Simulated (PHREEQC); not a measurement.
Make-up at 70 °C: 0.0034 mol/kgw HF, 7.8e-05 mol/kgw NH4F, 7e-05 mol/kgw H2SiF6 and 0.0002 mol/kgw H2SO4. Closed to the air; pH follows from the charge balance.

Computed with PHREEQC (ion-association model, phreeqc.dat).

Precipitation was switched off in this run.

Q: Order these F species by the share of F that they hold, largest first: SiF6-2, F-, HF2-, HF.

A: HF (78 %), F- (21 %), HF2- (0.56 %), SiF6-2 (0.17 %)

The pH is 2.97 and the ionic strength 0.00135 mol/kgw. Species that the database lacks are ignored. Away from 25 °C the constants follow the database's enthalpies or fits; those with neither stay at their 25 °C values. SiF6-2 is the database's only silicon fluoride.
